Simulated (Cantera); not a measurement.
Input: 1 mol CO2, 0.13 mol O2, 11 mol H2, held at 0.133 bar.

Method: chemical equilibrium by Gibbs-energy minimisation in Cantera with the NASA 1993 tables (ideal gas, pure condensed phases). Candidate condensed phases: C, C6H6, C7H8, C8H18, H2O; 110 gas species. Kinetics and transport are ignored.

x: gas mole fraction; nothing condenses.

```tsv
T (K)	x H2	x H	x H2O	x CO	x OH	x CO2
2023	0.810	0.00468	0.102	0.0809	6.17e-5	0.00220
2123	0.806	0.00882	0.102	0.0809	0.000139	0.00205
2223	0.799	0.0157	0.102	0.0807	0.000289	0.00192
2323	0.790	___	0.101	0.0804	___	0.00181
2423	0.775	0.0427	0.0999	0.0798	0.00104	0.00172
2523	0.754	___	0.0978	0.0789	___	0.00163
2623	0.725	0.0982	0.0948	0.0775	0.00304	0.00155
2723	0.686	0.141	0.0903	0.0758	0.00484	0.00147
```

Question: Fill in the missing entries.

Answer: 
- 2323, x H: 0.0265
- 2323, x OH: 0.000565
- 2523, x H: 0.0661
- 2523, x OH: 0.00183
